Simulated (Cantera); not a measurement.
Thermodynamics of aluminium nitride and oxide growth, feed AlI₃ + N₂

Charge: 1 mol AlI₃, a varied amount of N₂, at 1650 K and 1.33 mbar.

Cantera equilibrium calculation (NASA polynomials, part measured and part estimated; ideal gas, pure solids and liquids). Candidate condensed phases: Al, AlI₃, AlN, I₂; 10 gas species. Kinetics and transport are ignored.

| n(N₂) (mol) | x N₂ | x I | x AlI | x Al | x I₂ | n AlN(s) |
|---|---|---|---|---|---|---|
| 1.4 | 0.318 | 0.454 | 0.227 | 0.000165 | 5.85e-5 | 0 |
| 1.9 | 0.388 | 0.408 | 0.204 | 0.000165 | 4.72e-5 | 0 |
| 2.5 | 0.455 | 0.364 | 0.182 | 0.000165 | 3.75e-5 | 0 |
| 3.5 | 0.538 | 0.308 | 0.154 | 0.000165 | 2.68e-5 | 0 |
| 4.8 | 0.615 | 0.256 | 0.128 | 0.000164 | 1.86e-5 | 0 |
| 6.6 | 0.687 | 0.211 | 0.101 | 0.000158 | 1.27e-5 | 0.0256 |
| 9 | 0.749 | 0.172 | 0.0789 | 0.000151 | 8.35e-6 | 0.0537 |
| 12 | 0.799 | 0.139 | 0.0617 | 0.000147 | 5.45e-6 | 0.0741 |
x: gas mole fraction; n: condensed amount in mol.

From 1.4 mol N₂ to 4.8 mol N₂ nothing is condensed. From 6.6 mol N₂ to 12 mol N₂ the condensed part is AlN(s). The main Al-bearing gas is AlI throughout.
